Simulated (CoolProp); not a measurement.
Vapour-liquid equilibrium of n-pentane (1) + benzene (2) at 0.698 MPa; x and y are mole fractions of (1).

Values from CoolProp's multi-fluid Helmholtz-energy mixture model, Thol 2019 and Thol 2012; pair parameters Bell 2016.

### Question
Give the bubble temperature and the first vapour's composition at x = 0.125, 0.35, 0.5. Is there an azeotrope?

### Answer
x = 0.125: 145.6 °C, y = 0.302; x = 0.35: 130.2 °C, y = 0.593; x = 0.5: 123.3 °C, y = 0.712. No azeotrope shows between x = 0.05 and 0.95.

The pair parameters rest on a limited set of measurements; away from them the model extrapolates.
